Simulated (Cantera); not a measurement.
# Ignition delay

Mixture: 17.3 % CH₃OH, 17.3 % O₂, 65.2 % N₂, 0.144 % H₂, equivalence ratio 1.5, at 1.10 bar, adiabatic and at constant pressure. Ignition delay is the time to a rise of 400 K.

Detailed kinetics in Cantera: GRI-Mech 3.0 (53 species, 325 reactions). GRI-Mech 3.0 was tuned for natural gas; its chemistry of methanol as a main component is partial and can be far from experiment.

```json
[
 {"T0 (K)": "1300", "delay (ms)": "1.76"},
 {"T0 (K)": "1375", "delay (ms)": "0.673"},
 {"T0 (K)": "1450", "delay (ms)": "0.292"},
 {"T0 (K)": "1525", "delay (ms)": "0.141"},
 {"T0 (K)": "1600", "delay (ms)": "0.0752"},
 {"T0 (K)": "1675", "delay (ms)": "0.0431"},
 {"T0 (K)": "1750", "delay (ms)": "0.0263"},
 {"T0 (K)": "1825", "delay (ms)": "0.0169"}
]
```

```
Quantity                                                 Value
--------------------------------------------------  ----------
apparent activation energy between 1675 and 1825 K  160 kJ/mol
```
